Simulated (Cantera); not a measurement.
**Ammonia decomposition in nitride growth gas**

A perfectly stirred reactor is fed with NH₃ : H₂ = 1 : 12 (molar parts), at 1.30 bar; it is held at 2400 K, and followed from long to short residence time.

Model: the gas-phase N/H chemistry of the illustrative SiF4/NH3 mechanism in the Surface Chemkin manual (1991), integrated in Cantera. Walls and surfaces, which speed up NH3 decomposition in real reactors, are not modelled.

| τ (s) | x NH₃ | x H₂ | x N₂H₄ | x NH₂ | x N₂ |
|---|---|---|---|---|---|
| 0.59 | 0.000395 | 0.951 | 1.37e-11 | 1.83e-5 | 0.0353 |
| 0.21 | 0.000674 | 0.951 | 3.90e-11 | 3.09e-5 | 0.0351 |
| 0.077 | 0.00116 | 0.951 | 1.10e-10 | 5.19e-5 | 0.0349 |
| 0.028 | 0.00217 | 0.951 | 3.33e-10 | 9.02e-5 | 0.0344 |
| 0.010 | 0.00493 | 0.952 | 1.18e-9 | 0.000170 | 0.0331 |
| 0.0036 | 0.0135 | 0.950 | 4.54e-9 | 0.000332 | 0.0291 |
| 0.0013 | 0.0312 | 0.942 | 1.32e-8 | 0.000567 | 0.0208 |
x: mole fraction; the columns are a selection and need not sum to one.
